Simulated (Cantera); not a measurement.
## Hydrocarbon pyrolysis for carbon deposition

An isothermal, constant-pressure homogeneous reactor starts with 41.7 % CH₄, 58.3 % H₂, at 1725 K and 0.0133 bar.

Cantera simulation using GRI-Mech 3.0 (53 species, 325 reactions); the numbers are that mechanism's predictions, not measurements. GRI-Mech 3.0 stops at C3 and has no aromatics, soot or wall deposition, so with more carbon than oxygen in the feed, carbon stays in small species such as C2H2 where larger ones or solid carbon would form. Radical loss at walls, strong at low pressure, is not modelled.

```json
[
 {"t (s)": "0.000500", "x CH₄": "0.416", "x H₂": "0.583", "x H": "1.38e-5", "x CH₂": "3.92e-9", "x C₂H₆": "7.94e-8"},
 {"t (s)": "0.00139", "x CH₄": "0.416", "x H₂": "0.583", "x H": "3.70e-5", "x CH₂": "3.08e-8", "x C₂H₆": "1.33e-6"},
 {"t (s)": "0.00387", "x CH₄": "0.415", "x H₂": "0.584", "x H": "0.000102", "x CH₂": "2.19e-7", "x C₂H₆": "1.58e-5"},
 {"t (s)": "0.0108", "x CH₄": "0.404", "x H₂": "0.589", "x H": "0.000290", "x CH₂": "1.33e-6", "x C₂H₆": "0.000120"},
 {"t (s)": "0.0300", "x CH₄": "0.322", "x H₂": "0.640", "x H": "0.000592", "x CH₂": "3.00e-6", "x C₂H₆": "0.000228"},
 {"t (s)": "0.0834", "x CH₄": "0.183", "x H₂": "0.731", "x H": "0.000721", "x CH₂": "2.18e-6", "x C₂H₆": "8.38e-5"},
 {"t (s)": "0.232", "x CH₄": "0.0801", "x H₂": "0.799", "x H": "0.000890", "x CH₂": "1.44e-6", "x C₂H₆": "1.93e-5"},
 {"t (s)": "0.646", "x CH₄": "0.0265", "x H₂": "0.834", "x H": "0.00113", "x CH₂": "8.45e-7", "x C₂H₆": "2.74e-6"},
 {"t (s)": "1.80", "x CH₄": "0.00719", "x H₂": "0.847", "x H": "0.00138", "x CH₂": "3.78e-7", "x C₂H₆": "2.57e-7"},
 {"t (s)": "5.00", "x CH₄": "0.00208", "x H₂": "0.850", "x H": "0.00148", "x CH₂": "1.31e-7", "x C₂H₆": "2.36e-8"}
]
```
x: mole fraction; the columns are a selection and need not sum to one.

Equilibrium at this temperature and pressure: CH₄ 0.000414, H₂ 0.851, H 0.00149, CH₂ 2.73e-8, C₂H₆ 1.47e-9 (gas phase only).
